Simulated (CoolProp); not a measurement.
Vapour-liquid equilibrium of carbon dioxide (1) + n-perfluorobutane (2) at -28.55 °C; x and y are mole fractions of (1).

Model: multi-fluid Helmholtz-energy mixture model, Span 1996 and Gao 2022; pair parameters Bell 2016, in CoolProp.

### Question
Give the bubble pressure and the first vapour's composition at x = 0.15, 0.25, 0.35. Is there an azeotrope?

### Answer
x = 0.15: 3.676 bar, y = 0.920; x = 0.25: 5.938 bar, y = 0.952; x = 0.35: 7.742 bar, y = 0.964. No azeotrope shows between x = 0.05 and 0.95.

The pair parameters rest on a limited set of measurements; away from them the model extrapolates. The gap from Raoult's law changes sign with composition, which may be real or a fault of the pair parameters; it wasn't checked against measurements.
